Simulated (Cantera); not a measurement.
**Adiabatic ignition**

An adiabatic, constant-pressure homogeneous reactor starts with CH4 : O2 : N2 : H2O = 1 : 6.45 : 24.3 : 2.1 (molar parts), at 1700 K and 7500 Torr.

Computed with Cantera and GRI-Mech 3.0 (53 species, 325 reactions).

```csv
t (s),T (K),x CH4,x O2,x H2O,x H,x CO2
2.00e-6,1700,0.0295,0.191,0.0620,1.33e-7,4.95e-9
1.08e-5,1701,0.0289,0.190,0.0624,1.36e-6,2.49e-6
5.86e-5,2289,<1e-12,0.130,0.119,4.88e-5,0.0290
0.000317,2291,<1e-12,0.130,0.119,4.23e-5,0.0292
0.00172,2290,<1e-12,0.130,0.119,4.20e-5,0.0292
0.00931,2286,<1e-12,0.129,0.119,4.05e-5,0.0292
0.0504,2273,<1e-12,0.126,0.119,3.67e-5,0.0292
0.273,2269,<1e-12,0.125,0.119,3.56e-5,0.0293
1.48,2269,<1e-12,0.125,0.119,3.56e-5,0.0293
8.00,2269,<1e-12,0.125,0.119,3.56e-5,0.0293
```
x: mole fraction; the columns are a selection and need not sum to one.

| Item | Result |
|---|---|
| time of steepest temperature rise | 28.2 µs |
| temperature at 8.00 s | 2269 K |
| equilibrium temperature | 2269 K |
| x(CH4) at 8.00 s | <1e-12 (gas-phase equilibrium <1e-12) |
| x(O2) at 8.00 s | 0.125 (gas-phase equilibrium 0.125) |
| x(H2O) at 8.00 s | 0.119 (gas-phase equilibrium 0.119) |
